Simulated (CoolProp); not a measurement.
A single-stage vapour-compression cycle with nitrous oxide: evaporating at 193.15 K (dew point), condensing at 255.15 K (bubble point), superheat 5 K, subcooling 5 K, compressor efficiency 0.75, no pressure losses. Each further row changes one setting.

The numbers come from the reference Helmholtz-energy equation of state, Lemmon 2006 in CoolProp. It is a short technical equation, of lower accuracy than the large ones.

```csv
case,cooling COP,pressure ratio,discharge temperature (K),refrigerating effect (kJ/kg),volumetric capacity (kJ/m³)
as stated,1.68,11.6,388.6,265,1200
evaporating temperature 198.15 K,1.93,8.96,372.6,268,1550
condensing temperature 250.15 K,1.88,10.0,374.9,275,1250
subcooling 10 K,1.74,11.6,388.6,275,1250
superheat 15 K,1.64,11.6,404.8,274,1170
compressor efficiency 0.65,1.45,11.6,412.4,265,1200
```
